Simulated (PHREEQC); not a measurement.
Make-up at 25 °C: 0.029 mol/kgw Pb(NO3)2, 0.053 mol/kgw KNO3 and 0.00026 mol/kgw Zn(NO3)2. Closed to the air; pH follows from the charge balance.

The numbers come from PHREEQC with the ion-association model, phreeqc.dat.

```yaml
pH: 4.75
ionic_strength: 0.121 mol/kgw
density: 1.009 g/cm³
```

```json
[
 {"species": "NO3-", "molality": "0.102", "activity": "0.0751", "log γ": "-0.132"},
 {"species": "K+", "molality": "0.0530", "activity": "0.0397", "log γ": "-0.125"},
 {"species": "Pb+2", "molality": "0.0192", "activity": "0.00677", "log γ": "-0.453"},
 {"species": "PbNO3+", "molality": "0.00976", "activity": "0.00752", "log γ": "-0.113"},
 {"species": "Zn+2", "molality": "0.000260", "activity": "9.18e-5", "log γ": "-0.452"},
 {"species": "H+", "molality": "2.15e-5", "activity": "1.76e-5", "log γ": "-0.088"},
 {"species": "Pb2OH+3", "molality": "1.18e-5", "activity": "1.13e-6", "log γ": "-1.019"},
 {"species": "PbOH+", "molality": "9.70e-6", "activity": "7.48e-6", "log γ": "-0.113"},
 {"species": "ZnOH+", "molality": "7.40e-9", "activity": "5.70e-9", "log γ": "-0.113"}
]
```

Precipitation was switched off in this run. Complexes and solids missing from the database can't appear.
